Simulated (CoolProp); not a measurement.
Dodecamethylcyclohexasiloxane (D6) along the isobar 0.63 MPa: density (kg/m³) from the reference equation and from simpler models built on Tc = 372.6 °C, pc = 0.9614 MPa, ω = 0.736; each cubic takes its own stable root.

The numbers come from the reference Helmholtz-energy equation of state, Colonna 2008 in CoolProp. It is a short technical equation, of lower accuracy than the large ones.

```
T (°C)   phase  reference  van der Waals  Redlich-Kwong  Soave-Redlich-Kwong  Peng-Robinson
------  ------  ---------  -------------  -------------  -------------------  -------------
17.65   liquid      977.8          540.3          800.8                843.2          943.9
49.25   liquid      943.3          527.3          779.1                827.7          927.5
80.85   liquid      908.6          513.5          755.6                809.9          908.7
112.45  liquid      873.5          498.7          730.0                789.6          887.1
144.05  liquid      837.6          482.8          702.1                766.2          862.1
175.65  liquid      800.4          465.5          671.4                739.2          832.9
207.15  liquid      761.4          446.2          637.4                707.6          798.5
238.75  liquid      719.4          424.0          598.8                670.0          757.1
270.35  liquid      672.4          397.4          553.7                624.1          705.8
301.95  liquid      616.6          361.9          497.6                565.2          639.2
```
